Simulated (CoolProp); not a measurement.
Vapour-liquid equilibrium of cyclohexane (1) + m-xylene (2) at 191.55 °C; x and y are mole fractions of (1).

The numbers come from the multi-fluid Helmholtz-energy mixture model, Zhou 2014 and Zhou 2012; pair parameters Bell 2016 in CoolProp.

```tsv
x	bubble pressure (MPa)	y at the bubble point	dew pressure at overall composition x (MPa)	liquid density (mol/L)
0.05	0.3932	0.151	…	6.611
0.15	0.4858	0.366	0.3926	6.652
0.25	0.5749	0.511	0.4312	6.692
0.35	0.6603	0.617	0.4776	…
0.45	…	0.700	0.5341	6.771
0.55	0.8221	0.767	…	6.811
0.65	…	…	0.6912	6.851
0.75	0.9771	…	0.8005	6.892
0.85	1.055	0.928	0.9346	6.935
0.95	…	0.976	1.091	6.981
```

Q: Fill in the missing entries.

A: 
- 0.05, dew pressure at overall composition x (MPa): 0.3601
- 0.35, liquid density (mol/L): 6.732
- 0.45, bubble pressure (MPa): 0.7425
- 0.55, dew pressure at overall composition x (MPa): 0.6040
- 0.65, bubble pressure (MPa): 0.9000
- 0.65, y at the bubble point: 0.826
- 0.75, y at the bubble point: 0.878
- 0.95, bubble pressure (MPa): 1.134

No azeotrope shows between x = 0.05 and 0.95.

Pair parameters are fitted to limited data, so mixtures are less certain than the pure fluids.
